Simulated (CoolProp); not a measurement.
R227EA along the isotherm 240.4 K: density (kg/m³) from the reference equation and from simpler models built on Tc = 374.9 K, pc = 29.25 bar, ω = 0.358; each cubic takes its own stable root.

Model: reference Helmholtz-energy equation of state, Lemmon 2016, in CoolProp.

```json
[
 {"p (bar)": "5.48", "phase": "liquid", "reference": "…", "van der Waals": "956.9", "Soave-Redlich-Kwong": "1472"},
 {"p (bar)": "11", "phase": "liquid", "reference": "1603", "van der Waals": "962.6", "Soave-Redlich-Kwong": "1475"},
 {"p (bar)": "16.5", "phase": "liquid", "reference": "1605", "van der Waals": "967.9", "Soave-Redlich-Kwong": "1477"},
 {"p (bar)": "21.9", "phase": "liquid", "reference": "1606", "van der Waals": "…", "Soave-Redlich-Kwong": "…"},
 {"p (bar)": "27.4", "phase": "liquid", "reference": "1608", "van der Waals": "977.5", "Soave-Redlich-Kwong": "1482"},
 {"p (bar)": "32.9", "phase": "liquid", "reference": "1610", "van der Waals": "982.0", "Soave-Redlich-Kwong": "…"},
 {"p (bar)": "38.4", "phase": "liquid", "reference": "1612", "van der Waals": "986.2", "Soave-Redlich-Kwong": "1487"},
 {"p (bar)": "43.9", "phase": "liquid", "reference": "1613", "van der Waals": "990.3", "Soave-Redlich-Kwong": "1490"}
]
```

Question: Some entries are withheld; supply them.

Answer: 
- 5.48, reference: 1601
- 21.9, van der Waals: 972.7
- 21.9, Soave-Redlich-Kwong: 1480
- 32.9, Soave-Redlich-Kwong: 1485
